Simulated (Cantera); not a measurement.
A perfectly stirred reactor is fed with 12.7 % CH3OH, 20.8 % O2, 66.5 % N2, equivalence ratio 0.92, at 2.17 atm; it is adiabatic with a 373 K inlet, and is followed from long to short residence time, starting on the burning branch (τ in s: 0.022, 0.011, 0.0052, 0.0026, 0.0013, 0.00062, 0.00031, 0.00015, 7.4e-05, 3.7e-05, 1.8e-05).

Cantera simulation using GRI-Mech 3.0 (53 species, 325 reactions); the numbers are that mechanism's predictions, not measurements. GRI-Mech 3.0 was tuned for natural gas; its chemistry of methanol as a main component is partial and can be far from experiment.

x: mole fraction; the columns are a selection and need not sum to one.

| τ (s) | T (K) | x CH3OH | x O2 | x C2H | x C2H6 | x CH3 | x CH2 |
|---|---|---|---|---|---|---|---|
| 0.022 | 2320 | 1.53e-6 | 0.0192 | <1e-12 | <1e-12 | 3.19e-7 | 3.74e-8 |
| 0.011 | 2310 | 2.85e-6 | 0.0201 | <1e-12 | <1e-12 | 5.22e-7 | 6.35e-8 |
| 0.0052 | 2290 | 5.35e-6 | 0.0213 | <1e-12 | <1e-12 | 8.05e-7 | 1.02e-7 |
| 0.0026 | 2260 | ? | 0.0229 | <1e-12 | 1.06e-12 | ? | ? |
| 0.0013 | 2220 | 1.55e-5 | 0.0249 | 1.73e-12 | 2.47e-12 | 1.68e-6 | 2.23e-7 |
| 0.00062 | 2167 | 2.66e-5 | 0.0275 | 3.96e-12 | 8.22e-12 | 2.93e-6 | 3.83e-7 |
| 0.00031 | 2109 | 4.50e-5 | 0.0303 | 1.09e-11 | 3.34e-11 | 5.59e-6 | 7.10e-7 |
| 0.00015 | 2043 | 8.13e-5 | 0.0336 | 3.66e-11 | 1.74e-10 | 1.18e-5 | 1.43e-6 |
| 7.4e-5 | 1972 | 0.000157 | 0.0379 | 1.25e-10 | 1.00e-9 | 2.52e-5 | 2.85e-6 |
| 3.7e-5 | 1888 | ? | ? | 4.07e-10 | ? | ? | ? |
| 1.8e-5 | 373 | 0.127 | 0.208 | <1e-12 | <1e-12 | <1e-12 | <1e-12 |

**Question.** Complete the blanks.

**Answer.** 
- 0.0026, x CH3OH: 9.23e-6
- 0.0026, x CH3: 1.14e-6
- 0.0026, x CH2: 1.49e-7
- 3.7e-5, x CH3OH: 0.000352
- 3.7e-5, x O2: 0.0447
- 3.7e-5, x C2H6: 7.36e-9
- 3.7e-5, x CH3: 5.49e-5
- 3.7e-5, x CH2: 5.58e-6
